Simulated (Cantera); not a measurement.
Charge: 1 mol NF3, 2.3 mol H2O, 14 mol N2, 0.0047 mol SO2, equilibrated at 1598.15 K and 2.40 bar.

Method: chemical equilibrium by Gibbs-energy minimisation in Cantera with the NASA 1993 tables (ideal gas, pure condensed phases). Candidate condensed phases: H2O, H2SO4, S; 62 gas species. The numbers say what is thermodynamically allowed, not how fast it happens.

Base state: N2 0.761, HF 0.157, H2O 0.0420, O2 0.0389, NO 0.000812, SO2 0.000245, OH 5.96e-5 (mole fractions); condensed: gas only.

### Question
What changes in the equilibrium state with this change: 1.3 mol NH3 added?

### Answer
```
species    before     after
-------  --------  --------
N2          0.761     0.725
HF          0.157     0.144
H2O        0.0420     0.110
O2         0.0389     <1e-9
H2        8.91e-7    0.0212
H2S         <1e-9  0.000107
NO       0.000812   8.76e-8
OH        5.96e-5   1.02e-6
SO2      0.000245  0.000104
```
